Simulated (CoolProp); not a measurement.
Values from CoolProp's reference Helmholtz-energy equation of state, Lemmon 2006. It is a short technical equation, of lower accuracy than the large ones.

Task: Give the vapour pressure (MPa), liquid density (kg/m³), vapour density (kg/m³), liquid conductivity (mW/(m K)) of saturated toluene at 422.1, 510.5 K.

Result: 
```tsv
T (K)	p (MPa)	liquid density (kg/m³)	vapour density (kg/m³)	liquid conductivity (mW/(m K))
422.1	0.269	738	7.67	98.0
510.5	1.39	622	40.3	81.8
```

Thermal conductivity comes from a separate model (Assael 2012).
